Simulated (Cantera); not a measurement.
Cantera run:

```python
import numpy as np
import cantera as ct

gas_names = [...]  # 92 gases of nasa_gas.yaml made of C, H, N
cond_names = """
    C(gr) C6H6(L) C7H8(L) C8H18(L),n-octa
""".split()


# ... load() reads the species with a 1 bar reference pressure and builds the phases ...
atoms = {
    'C6H6': {'C': 6, 'H': 6},
    'NH3': {'N': 1, 'H': 3},
}
top_T = {'C(gr)': 4500}  # K; cautious upper limits of use, not melting points


# ... equilibrate(T, P, feed) seeds the gas with the atoms and calls Mixture.equilibrate('TP', solver="vcs", rtol=1e-11, max_steps=5000) ...
results = []
feed = {'C6H6': 1, 'NH3': 0.018}  # mol
P = 100000  # Pa
for T in [1675, 1775, 1875, 1975, 2075, 2175, 2275, 2375, 2475, 2575]:
    mix = equilibrate(T, P, feed)
    results.append((T, P, feed, dict(zip(mix.species_names, mix.species_moles))))
    x = sorted(zip(gas.X, gas.species_names), reverse=True)
    print(f"T = {T:g} K  P = {P:g} Pa  gas = {mix.phase_moles(0):.4g} mol")
    print("   x: " + "  ".join(f"{s} {v:.3e}" for v, s in x if v > 0.0001))
    print("   condensed (mol): " + ("  ".join(f"{mix.phase(i).name} {mix.phase_moles(i):.4g}"
          for i in range(1, mix.n_phases) if mix.phase_moles(i) > 1e-12) or "none"))
```

It prints:

```
T = 1675 K  P = 100000 Pa  gas = 3.033 mol
   x: H2 9.956e-01  N2 2.879e-03  CH4 1.194e-03  HCN 1.707e-04  H 1.159e-04
   condensed (mol): C(gr) 5.995
T = 1775 K  P = 100000 Pa  gas = 3.034 mol
   x: H2 9.956e-01  N2 2.817e-03  CH4 8.299e-04  H 2.888e-04  HCN 2.873e-04  C2H2,acetylene 1.418e-04
   condensed (mol): C(gr) 5.996
T = 1875 K  P = 100000 Pa  gas = 3.035 mol
   x: H2 9.952e-01  N2 2.727e-03  H 6.539e-04  CH4 6.001e-04  HCN 4.543e-04  C2H2,acetylene 3.153e-04
   condensed (mol): C(gr) 5.995
T = 1975 K  P = 100000 Pa  gas = 3.037 mol
   x: H2 9.942e-01  N2 2.605e-03  H 1.364e-03  HCN 6.792e-04  C2H2,acetylene 6.456e-04  CH4 4.488e-04
   condensed (mol): C(gr) 5.992
T = 2075 K  P = 100000 Pa  gas = 3.039 mol
   x: H2 9.923e-01  H 2.653e-03  N2 2.447e-03  C2H2,acetylene 1.231e-03  HCN 9.656e-04  CH4 3.451e-04
   condensed (mol): C(gr) 5.988
T = 2175 K  P = 100000 Pa  gas = 3.042 mol
   x: H2 9.890e-01  H 4.855e-03  N2 2.253e-03  C2H2,acetylene 2.207e-03  HCN 1.310e-03  CH4 2.715e-04
   condensed (mol): C(gr) 5.981
T = 2275 K  P = 100000 Pa  gas = 3.048 mol
   x: H2 9.837e-01  H 8.420e-03  C2H2,acetylene 3.747e-03  N2 2.026e-03  HCN 1.702e-03  CH4 2.177e-04  HNC 1.498e-04
   condensed (mol): C(gr) 5.971
T = 2375 K  P = 100000 Pa  gas = 3.057 mol
   x: H2 9.756e-01  H 1.393e-02  C2H2,acetylene 6.058e-03  HCN 2.121e-03  N2 1.776e-03  HNC 2.134e-04  CH4 1.769e-04
   condensed (mol): C(gr) 5.955
T = 2475 K  P = 100000 Pa  gas = 3.069 mol
   x: H2 9.639e-01  H 2.209e-02  C2H2,acetylene 9.374e-03  HCN 2.541e-03  N2 1.515e-03  HNC 2.890e-04  CH4 1.452e-04
   condensed (mol): C(gr) 5.932
T = 2575 K  P = 100000 Pa  gas = 3.088 mol
   x: H2 9.474e-01  H 3.371e-02  C2H2,acetylene 1.393e-02  HCN 2.933e-03  N2 1.258e-03  HNC 3.734e-04  CH4 1.198e-04
   condensed (mol): C(gr) 5.902
```

Cantera equilibrium calculation (NASA polynomials, part measured and part estimated; ideal gas, pure solids and liquids).
